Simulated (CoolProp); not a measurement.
The fluid at 413.22 K and 0.205 MPa is throttled through a valve to 0.0453 MPa with no heat exchange. The same conditions are run with several fluids, on thermodynamics alone (safety and materials aside).

Computed with CoolProp (reference Helmholtz-energy equation of state of each fluid (n-undecane: Aleksandrov 2011; o-xylene: Zhou 2012; p-xylene: Zhou 2012; propylene glycol: Eisenbach 2021; ethylbenzene: Zhou 2012)).

| fluid | temperature change (K) | final phase | final density (kg/m³) |
|---|---|---|---|
| n-undecane | +0.0 | liquid | 647 |
| o-xylene | ___ | two-phase, vapour fraction 0.140 | ___ |
| p-xylene | ___ | two-phase, vapour fraction 0.173 | 8.88 |
| propylene glycol | +0.0 | liquid | 938 |
| ethylbenzene | -31.5 | ___ | ___ |

Task: Complete the blanks.

Result: 
- o-xylene, temperature change (K): -23.7
- o-xylene, final density (kg/m³): 10.8
- p-xylene, temperature change (K): -29.5
- ethylbenzene, final phase: two-phase, vapour fraction 0.188
- ethylbenzene, final density (kg/m³): 8.20
